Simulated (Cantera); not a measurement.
Input: 1 mol B, 0.085 mol O2, 19 mol H2, held at 6.10 mbar.

Equilibrium computed with Cantera from the NASA thermochemical tables; the gas is ideal and each condensed phase is pure. Candidate condensed phases: B, B2O3, B3O3H3, H2O; 23 gas species. The tables' values for BH2 are old estimates; treat these amounts as uncertain. Equilibrium is a limit: real reactors are often held back by kinetics, nucleation or transport. All values below are at 1252 °C.

Base state: H2 0.991, HBO 0.00787, B2O2 0.000436, H 0.000302, BO 6.02e-5, HBO2 2.76e-5, B2O3 1.36e-5, BH2 1.26e-5 (mole fractions); condensed: B(s).

Q: What changes in the equilibrium state with this change: pressure from 6.10 mbar to 0.910 bar?

A: 
| species | before | after |
|---|---|---|
| H2 | 0.991 | 0.995 |
| HBO | 0.00787 | 0.00319 |
| B3O3H3 | 1.22e-6 | 0.00182 |
| BO | 6.02e-5 | 2.00e-6 |
| H | 0.000302 | 2.47e-5 |
| B2O2 | 0.000436 | 7.14e-5 |
| H2O | 2.21e-6 | 1.10e-5 |
| HBO2 | 2.76e-5 | 5.54e-5 |
| B(s), mol | 0.831 | 0.831 |
